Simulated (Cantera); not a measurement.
Cantera run:

```python
import numpy as np
import cantera as ct

gas_names = """
    C CO CO2 C2 C2O C3 C3O2 C4 C5 Fe FeC5O5 FeO O O2 O3
""".split()
cond_names = """
    C(gr) Fe(a) Fe(c) Fe(d) Fe(L) FeC5O5(L) FeO(s) FeO(L) Fe2O3(s) Fe3O4(s)
""".split()


def load(file, names, dense=False):
    # The tables refer to 1 bar. Condensed volumes are neglected.
    table = {s.name: s for s in ct.Species.list_from_file(file)}
    out = []
    for n in names:
        d = dict(table[n].input_data)
        d["thermo"] = dict(d["thermo"], **{"reference-pressure": 1e5})
        if dense:
            d["equation-of-state"] = {"model": "constant-volume", "density": "1e6 g/cm^3"}
        out.append(ct.Species.from_dict(d))
    return out


gas = ct.Solution(thermo="ideal-gas", species=load("nasa_gas.yaml", gas_names))
cond = {s.name: ct.Solution(thermo="fixed-stoichiometry", species=[s], name=s.name)
        for s in load("nasa_condensed.yaml", cond_names, dense=True)}
atoms = {
    'Fe2O3': {'Fe': 2, 'O': 3},
    'CO': {'C': 1, 'O': 1},
}
top_T = {'C(gr)': 4500, 'Fe2O3(s)': 1830, 'Fe3O4(s)': 1870}  # K; cautious upper limits of use, not melting points


def equilibrate(T, P, feed):
    n = {}
    for name, mol in feed.items():
        for a, k in atoms[name].items():
            n[a] = n.get(a, 0.0) + k * mol
    gas.TPX = T, P, n
    mass = sum(n.values()) * gas.mean_molecular_weight
    gas.equilibrate("TP")
    valid = [c for c in cond.values() if c.min_temp <= T <= top_T.get(c.name, c.max_temp)]
    mix = ct.Mixture([(gas, mass / gas.mean_molecular_weight)] + [(c, 0.0) for c in valid])
    mix.T, mix.P = T, P
    mix.equilibrate("TP", solver="vcs", rtol=1e-11, max_steps=5000)
    return mix


results = []
T = 1550  # K
P = 31  # Pa
for m in [2.1, 2.6, 3.2, 3.9, 4.8, 5.9, 7.3, 8.9, 11, 13, 17]:
    feed = {'Fe2O3': 1, 'CO': m}  # mol
    mix = equilibrate(T, P, feed)
    results.append((T, P, feed, dict(zip(mix.species_names, mix.species_moles))))
    x = sorted(zip(gas.X, gas.species_names), reverse=True)
    print(f"T = {T:g} K  P = {P:g} Pa  n(CO) = {m:g} mol  gas = {mix.phase_moles(0):.4g} mol")
    print("   x: " + "  ".join(f"{s} {v:.3e}" for v, s in x if v > 1e-05))
    print("   condensed (mol): " + ("  ".join(f"{mix.phase(i).name} {mix.phase_moles(i):.4g}"
          for i in range(1, mix.n_phases) if mix.phase_moles(i) > 1e-12) or "none"))
```

Output:

```
T = 1550 K  P = 31 Pa  n(CO) = 2.1 mol  gas = 2.1 mol
   x: CO 5.235e-01  CO2 4.763e-01  Fe 2.331e-04
   condensed (mol): FeO(s) 2
T = 1550 K  P = 31 Pa  n(CO) = 2.6 mol  gas = 2.601 mol
   x: CO 6.148e-01  CO2 3.848e-01  Fe 3.389e-04
   condensed (mol): FeO(s) 1.999
T = 1550 K  P = 31 Pa  n(CO) = 3.2 mol  gas = 3.202 mol
   x: CO 6.867e-01  CO2 3.128e-01  Fe 4.656e-04
   condensed (mol): FeO(s) 1.998
T = 1550 K  P = 31 Pa  n(CO) = 3.9 mol  gas = 3.902 mol
   x: CO 7.425e-01  CO2 2.569e-01  Fe 6.131e-04
   condensed (mol): FeO(s) 1.998
T = 1550 K  P = 31 Pa  n(CO) = 4.8 mol  gas = 4.804 mol
   x: CO 7.902e-01  CO2 2.090e-01  Fe 8.021e-04
   condensed (mol): FeO(s) 1.996
T = 1550 K  P = 31 Pa  n(CO) = 5.9 mol  gas = 5.906 mol
   x: CO 8.286e-01  CO2 1.703e-01  Fe 1.032e-03
   condensed (mol): FeO(s) 1.994
T = 1550 K  P = 31 Pa  n(CO) = 7.3 mol  gas = 7.31 mol
   x: CO 8.605e-01  CO2 1.381e-01  Fe 1.321e-03
   condensed (mol): FeO(s) 1.99
T = 1550 K  P = 31 Pa  n(CO) = 8.9 mol  gas = 8.912 mol
   x: CO 8.632e-01  CO2 1.354e-01  Fe 1.352e-03
   condensed (mol): Fe(c) 0.1948  FeO(s) 1.793
T = 1550 K  P = 31 Pa  n(CO) = 11 mol  gas = 11.01 mol
   x: CO 8.632e-01  CO2 1.354e-01  Fe 1.352e-03
   condensed (mol): Fe(c) 0.4767  FeO(s) 1.508
T = 1550 K  P = 31 Pa  n(CO) = 13 mol  gas = 13.02 mol
   x: CO 8.632e-01  CO2 1.354e-01  Fe 1.352e-03
   condensed (mol): Fe(c) 0.7452  FeO(s) 1.237
T = 1550 K  P = 31 Pa  n(CO) = 17 mol  gas = 17.02 mol
   x: CO 8.632e-01  CO2 1.354e-01  Fe 1.352e-03
   condensed (mol): Fe(c) 1.282  FeO(s) 0.6947
```

These are equilibrium values from Cantera (NASA tables, ideal gas, pure condensed phases), not measurements of a reactor. Mutual solubility and eutectic melting of coexisting phases are not modelled. The tables' stoichiometric FeO is somewhat more stable than real wüstite, so its field is too wide. FeO: taken at fixed stoichiometry.
